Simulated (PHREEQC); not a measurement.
1.4 g of hydrous ferric oxide (600 m²/g; 0.2 weak and 0.005 strong sites per Fe, Dzombak-Morel constants, diffuse double layer) in 1 kg of water with 0.3 mol/kgw of an inert sodium salt and 9.9e-06 mol SrCl2 and 0.00026 mol CaCl2, at 25 °C; the pH is set by adding NaOH or the inert anion's acid. Oxygen alone is held at its pressure in air (log pO2 = -0.68). The system is closed to CO2. No solid was allowed to form.

Base run: PHREEQC, ion-association model, wateq4f.dat. Each further column changes one thing. The table gives Sr sorbed (%).

```
pH    base  no electrostatic term (-no_edl)  background salt from 0.3 to 0.03 mol/kgw  oxide from 1.4 to 7 g/kgw  0.00033 mol/kgw NiCl2 added
----  ----  -------------------------------  ----------------------------------------  -------------------------  ---------------------------
3      0.0                              0.0                                       0.0                        0.0                          0.0
4.12   0.0                              0.2                                       0.0                        0.0                          0.0
4.88   0.0                              0.9                                       0.0                        0.0                          0.0
6      0.2                       (withheld)                                       0.1                        1.0                          0.0
7.12   5.2                       (withheld)                                (withheld)                 (withheld)                          0.1
7.88  20.8                       (withheld)                                      23.7                       68.3                          1.2
9     66.3                             33.0                                      81.1                       98.5                   (withheld)
```

Problem. Complete the blanks.

Solution. 
- 6, no electrostatic term (-no_edl): 7.9
- 7.12, no electrostatic term (-no_edl): 22.1
- 7.12, background salt from 0.3 to 0.03 mol/kgw: 4.7
- 7.12, oxide from 1.4 to 7 g/kgw: 21.9
- 7.88, no electrostatic term (-no_edl): 26.9
- 9, 0.00033 mol/kgw NiCl2 added: 30.7

The oxide is taken as insoluble; below pH 4 it would dissolve.
